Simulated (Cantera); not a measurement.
**Hydrocarbon pyrolysis for carbon deposition**

An isothermal, constant-pressure homogeneous reactor starts with C2H6 : N2 = 1 : 2 (molar parts), at 1800 K and 5.48 Torr.

Cantera simulation using GRI-Mech 3.0 (53 species, 325 reactions); the numbers are that mechanism's predictions, not measurements. GRI-Mech 3.0 stops at C3 and has no aromatics, soot or wall deposition, so with more carbon than oxygen in the feed, carbon stays in small species such as C2H2 where larger ones or solid carbon would form. Radical loss at walls, strong at low pressure, is not modelled.

```
t (s)       x C2H6    x C2H4     x CH2       x H    x H2    x CH4
--------  --------  --------  --------  --------  ------  -------
0.000300    0.0795    0.0842  0.000246   0.00357  0.0888   0.0515
0.000535    0.0164     0.100  0.000219   0.00512   0.150   0.0849
0.000956   0.00166    0.0722  0.000118   0.00438   0.214   0.0952
0.00171   0.000326    0.0432   5.44e-5   0.00277   0.256   0.0908
0.00305   0.000127    0.0242   2.72e-5   0.00183   0.283   0.0845
0.00544    6.22e-5    0.0123   1.52e-5   0.00131   0.300   0.0783
0.00970    3.51e-5   0.00556   9.52e-6   0.00104   0.313   0.0721
0.0173     2.21e-5   0.00245   6.73e-6  0.000892   0.323   0.0655
0.0309     1.49e-5   0.00133   5.27e-6  0.000833   0.333   0.0577
0.0552     1.01e-5  0.000849   4.43e-6  0.000836   0.344   0.0483
0.0985     6.31e-6  0.000513   3.84e-6  0.000893   0.357   0.0372
0.176      3.34e-6  0.000265   3.28e-6   0.00100   0.370   0.0255
0.314      1.40e-6  0.000115   2.69e-6   0.00117   0.382   0.0150
0.560      4.43e-7   4.51e-5   2.09e-6   0.00146   0.390  0.00740
1.00       9.96e-8   2.11e-5   1.47e-6   0.00190   0.395  0.00299
```
x: mole fraction; the columns are a selection and need not sum to one.

Equilibrium at this temperature and pressure: C2H6 3.41e-11, C2H4 9.07e-6, CH2 3.94e-8, H 0.00266, H2 0.398, CH4 3.88e-5 (gas phase only).
